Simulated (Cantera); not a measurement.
A closed system holds: 1 mol SiH₂Cl₂, 0.17 mol C₃H₈, 44 mol H₂, equilibrated at 1852 °C and 0.120 bar.

Cantera equilibrium calculation (NASA polynomials, part measured and part estimated; ideal gas, pure solids and liquids). Candidate condensed phases: C, C₆H₆, C₇H₈, C₈H₁₈, Si, SiC; 109 gas species. Mutual solubility and eutectic melting of coexisting phases are not modelled. The tables' values for SiCl are old estimates; treat these amounts as uncertain. Gases not in the tables: Si₂H₆ and higher silanes. The numbers say what is thermodynamically allowed, not how fast it happens.

Base state: H₂ 0.948, HCl 0.0362, H 0.0102, SiCl₂ 0.00288, Si 0.00145, SiCl 0.000314, Cl 0.000286, SiH 0.000251 (mole fractions); condensed: Si(l) + SiC(s).

Task: What changes in the equilibrium state with this change: temperature from 1852 °C to 902 °C?

Result: 
```
species        before    after
-----------  --------  -------
H₂              0.948    0.968
HCl            0.0362   0.0260
SiCl₄         1.06e-8  0.00178
H              0.0102  3.48e-7
Si            0.00145    <1e-9
SiCl         0.000314  1.02e-9
SiH          0.000251    <1e-9
Si₂C          6.50e-5    <1e-9
Cl           0.000286  8.17e-9
Si(l), mol      0.246        0
SiC(s), mol     0.506    0.510
Si(s), mol          0    0.227
```
The tables' values for SiCl₃ are old estimates; treat these amounts as uncertain.

Task: What changes in the equilibrium state with this change: SiH₂Cl₂ replaced by (CH₃)₂SiCl₂?

Result: 
| species | before | after |
|---|---|---|
| H₂ | 0.948 | 0.947 |
| HCl | 0.0362 | 0.0399 |
| H | 0.0102 | 0.0102 |
| SiCl₂ | 0.00288 | 0.000297 |
| C₂H₂ (acetylene) | 1.14e-5 | 0.00159 |
| Si₂ | 1.99e-5 | 1.43e-7 |
| SiH₂ | 0.000196 | 1.66e-5 |
| Si(l), mol | 0.246 | 0 |
| SiC(s), mol | 0.506 | 0.975 |
| C(graphite), mol | 0 | 1.38 |
The feed counts by its element totals alone.
